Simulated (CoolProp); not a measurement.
A Linde-Hampson liquefier for normal hydrogen: isothermal reversible compression at 290 K from 1 atm to 10 MPa, throttling to 1 atm, return gas leaving the recuperator 5 K below the feed. Each further row changes one setting.

Model: reference Helmholtz-energy equation of state, Leachman 2009, in CoolProp.

| case | compression work (kJ/kg of gas) |
|---|---|
| as stated | 5560 |
| high pressure 20 MPa | 6470 |
| warm-end temperature 320 K | 6130 |
| warm-end gap 10 K | 5560 |
